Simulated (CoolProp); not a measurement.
c-C4F8 (RC318) at several states: fugacity coefficient from the reference equation and from simpler models built on Tc = 388.4 K, pc = 2.778 MPa, ω = 0.355; each cubic takes its own stable root.

Computed with CoolProp (reference Helmholtz-energy equation of state, Platzer 1990). This equation is an older, rougher fit; its heat capacities, sound speeds and derivatives of the liquid may be far off and weren't checked against measurements.

```json
[
 {"T (K)": "499.4", "p (MPa)": "0.0668", "phase": "gas", "reference": "0.9969"},
 {"T (K)": "493.8", "p (MPa)": "0.0583", "phase": "gas", "reference": "0.9972"},
 {"T (K)": "319", "p (MPa)": "0.804", "phase": "liquid", "reference": "0.6314"},
 {"T (K)": "448.8", "p (MPa)": "1.75", "phase": "gas", "reference": "0.8798"},
 {"T (K)": "391.2", "p (MPa)": "0.095", "phase": "gas", "reference": "0.9890"}
]
```

**Question.** How far does each simpler model (van der Waals, Redlich-Kwong, Soave-Redlich-Kwong, Peng-Robinson) lie from the reference over these 5 states: mean and median of the absolute difference, and the worst?

**Answer.** 
- van der Waals: mean 7.6 %, median 0.1 %, worst +36.7 % at 319 K and 0.804 MPa
- Redlich-Kwong: mean 6.7 %, median 0.1 %, worst +31.5 % at 319 K and 0.804 MPa
- Soave-Redlich-Kwong: mean 0.1 %, median 0.0 %, worst +0.6 % at 319 K and 0.804 MPa
- Peng-Robinson: mean 0.8 %, median 0.2 %, worst -1.9 % at 448.8 K and 1.75 MPa

At some of these states van der Waals, Redlich-Kwong gives the other phase, because its saturation line lies elsewhere.
